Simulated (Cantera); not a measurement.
Input: 1 mol Si₃N₄, 27 mol H₂, held at 2800 Pa.

Cantera equilibrium calculation (NASA polynomials, part measured and part estimated; ideal gas, pure solids and liquids). Candidate condensed phases: Si, Si₃N₄; 18 gas species. Mutual solubility and eutectic melting of coexisting phases are not modelled. The tables' values for SiN are old estimates; treat these amounts as uncertain. Gases not in the tables: Si₂H₆ and higher silanes. Kinetics and transport are ignored.

x: gas mole fraction; n: condensed amount in mol.

```tsv
T (K)	x H₂	x N₂	x H	x Si	x SiH	x SiH₂	x Si₂	n Si₃N₄(s)	n Si(s)	n Si(l)
1223	1.000	2.05e-6	1.80e-6	1.15e-10	2.50e-10	1.87e-8	<1e-12	1.000	0	0
1373	1.000	0.000110	1.99e-5	1.39e-8	1.32e-8	2.51e-7	6.56e-12	0.999	0.00444	0
1523	0.997	0.00264	0.000138	6.44e-7	3.14e-7	2.00e-6	9.68e-10	0.964	0.107	0
1673	0.964	___	___	___	___	___	___	___	___	0
1823	0.928	0.0689	___	___	___	___	___	0	0	2.99
1973	0.922	0.0686	0.00774	0.00113	0.000131	8.38e-5	1.09e-5	0	0	2.96
2123	0.905	0.0678	0.0204	0.00607	0.000500	0.000186	8.31e-5	0	0	2.79
```

### Question
Some entries are withheld; supply them.

### Answer

- 1673, x N₂: 0.0355
- 1673, x H: 0.000668
- 1673, x Si: 1.49e-5
- 1673, x SiH: 4.14e-6
- 1673, x SiH₂: 1.06e-5
- 1673, x Si₂: 5.74e-8
- 1673, n Si₃N₄(s): 0.502
- 1673, n Si(s): 1.49
- 1823, x H: 0.00249
- 1823, x Si: 0.000158
- 1823, x SiH: 2.72e-5
- 1823, x SiH₂: 3.26e-5
- 1823, x Si₂: 1.02e-6
